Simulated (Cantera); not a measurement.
**Thermodynamics of metals in furnace atmospheres, feed Fe + NH3 + N2 + O2**

Feed: 1 mol Fe, 18 mol NH3, 2.6 mol N2, 0.23 mol O2, held at 1725 K and 6.30 bar.

These are equilibrium values from Cantera (NASA tables, ideal gas, pure condensed phases), not measurements of a reactor. Candidate condensed phases: Fe, FeO, Fe(OH)2, Fe(OH)3, Fe2O3, Fe3O4, H2O; 27 gas species. Rates play no part.

* **x(H2)**: 0.687
* **x(N2)**: 0.300
* **x(H2O)**: 0.0119
* **x(NH3)**: 6.76e-5
* **x(H)**: 6.14e-5
* **x(Fe)**: 1.50e-6
* **n(Fe(δ))**: 1.000 mol
* **gas amount**: 38.60 mol
